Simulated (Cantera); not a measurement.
What does this Cantera script print?

```python
import numpy as np
import cantera as ct

gas = ct.Solution("gri30.yaml")
gas.TPX = 1700, 790000, {'CH4': 1, 'O2': 4.88, 'N2': 18.3}
reactor = ct.IdealGasReactor(gas, energy="on", clone=False)
net = ct.ReactorNet([reactor])
net.rtol, net.atol = 1e-08, 1e-16
show = ['CH4', 'O2', 'H', 'C2H6', 'OH']
times = np.geomspace(1e-06, 3, 11)

steps = ct.SolutionArray(gas, extra=["t"])
rows = []
print(f"{'t/s':>10s}{'T/K':>9s}{'P/Pa':>11s}" + "".join(f"{s:>11s}" for s in show))
for t in times:
    while net.time < t:
        t_next = net.step()
        steps.append(gas.state, t=t_next)
    rows.append([np.interp(t, steps.t, y) for y in (steps.T, steps.P, *steps(*show).X.T)])
    print(f"{t:10.3e}{rows[-1][0]:9.1f}{rows[-1][1]:11.4g}" + "".join(f"{x:11.3e}" for x in rows[-1][2:]))
rate = np.gradient(steps.T, steps.t)
print("integrator steps:", len(steps.t))
if steps.T.max() > steps.T[0] + 200:
    print(f"time of steepest temperature rise: {steps.t[rate.argmax()]:.4e} s")
gas.TPX = 1700, 790000, {'CH4': 1, 'O2': 4.88, 'N2': 18.3}
gas.equilibrate("UV")
print(f"equilibrium (UV): T = {gas.T:.1f} K  " + "  ".join(f"{s} {gas[s].X[0]:.3e}" for s in show))
```

Result:

```
       t/s      T/K       P/Pa        CH4         O2          H       C2H6         OH
 1.000e-06   1700.0    7.9e+05  4.135e-02  2.018e-01  1.069e-07  3.823e-09  2.852e-07
 4.443e-06   1699.9  7.899e+05  4.128e-02  2.018e-01  2.176e-07  6.055e-07  1.015e-06
 1.974e-05   1708.5  7.942e+05  3.919e-02  2.004e-01  5.249e-06  2.147e-04  1.922e-05
 8.773e-05   2678.1  1.252e+06  4.592e-18  1.156e-01  4.340e-04  1.242e-33  9.744e-03
 3.898e-04   2666.0  1.246e+06  4.056e-18  1.129e-01  4.081e-04  9.221e-34  9.396e-03
 1.732e-03   2643.8  1.235e+06  3.276e-18  1.079e-01  3.640e-04  6.291e-34  8.779e-03
 7.696e-03   2638.0  1.232e+06  3.093e-18  1.066e-01  3.532e-04  5.678e-34  8.623e-03
 3.420e-02   2638.0  1.232e+06  3.093e-18  1.066e-01  3.532e-04  5.677e-34  8.623e-03
 1.519e-01   2638.0  1.232e+06  3.093e-18  1.066e-01  3.532e-04  5.677e-34  8.623e-03
 6.752e-01   2638.0  1.232e+06  3.093e-18  1.066e-01  3.532e-04  5.677e-34  8.623e-03
 3.000e+00   2638.0  1.232e+06  3.093e-18  1.066e-01  3.532e-04  5.677e-34  8.623e-03
integrator steps: 1630
time of steepest temperature rise: 3.2942e-05 s
equilibrium (UV): T = 2638.0 K  CH4 4.517e-18  O2 1.066e-01  H 3.532e-04  C2H6 1.053e-33  OH 8.623e-03
```

Cantera simulation using GRI-Mech 3.0 (53 species, 325 reactions); the numbers are that mechanism's predictions, not measurements.
